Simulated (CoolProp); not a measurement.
The fluid at 620 K and 0.884 MPa flows at 8 m/s in a round tube of 10 mm bore and 0.25 µm roughness, fully developed (64/Re and Nu = 3.66 if laminar; Colebrook and Gnielinski if turbulent). The same conditions are run with several fluids, on thermodynamics alone (safety and materials aside).

Computed with CoolProp (reference Helmholtz-energy equation of state of each fluid (methane: Setzmann 1991; carbon dioxide: Span 1996; sulfur hexafluoride: Guder 2009)).

Problem. Rank methane, carbon dioxide, sulfur hexafluoride by Reynolds number, highest first.

Solution. sulfur hexafluoride (70500), carbon dioxide (21100), methane (11000)

```
fluid                Darcy friction factor  pressure drop (Pa/m)  heat-transfer coefficient (W/(m² K))  mass flow (kg/h)
-------------------  ---------------------  --------------------  ------------------------------------  ----------------
methane                             0.0302                   265                                   299              6.21
carbon dioxide                      0.0256                   620                                   233              17.1
sulfur hexafluoride                 0.0195                  1570                                   515              56.9
```

Transport values come from each fluid's own correlations.
